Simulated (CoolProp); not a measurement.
A single-stage vapour-compression cycle with C2F6 (R116): evaporating at 239.15 K (dew point), condensing at 280.15 K (bubble point), superheat 8 K, subcooling 2 K, compressor efficiency 0.7, no pressure losses. Each further row changes one setting.

Values from CoolProp's reference Helmholtz-energy equation of state, Lemmon 2006. It is a short technical equation, of lower accuracy than the large ones.

```
case                              cooling COP  pressure ratio  discharge temperature (K)  refrigerating effect (kJ/kg)  volumetric capacity (kJ/m³)
--------------------------------  -----------  --------------  -------------------------  ----------------------------  ---------------------------
as stated                                2.51            3.32                      293.4                          52.4                         2750
evaporating temperature 244.15 K         3.06            2.81                      292.8                    (withheld)                         3410
condensing temperature 275.15 K          3.16            2.91                      287.8                    (withheld)                         3120
subcooling 7 K                           2.86            3.32                      293.4                    (withheld)                         3140
superheat 18 K                           2.66            3.32                      302.6                    (withheld)                         2960
compressor efficiency 0.6                2.15            3.32                      296.7                          52.4                         2750
```

**Question.** Some entries are withheld; supply them.

**Answer.** 
- evaporating temperature 244.15 K, refrigerating effect (kJ/kg): 54.7
- condensing temperature 275.15 K, refrigerating effect (kJ/kg): 59.3
- subcooling 7 K, refrigerating effect (kJ/kg): 59.7
- superheat 18 K, refrigerating effect (kJ/kg): 60.1
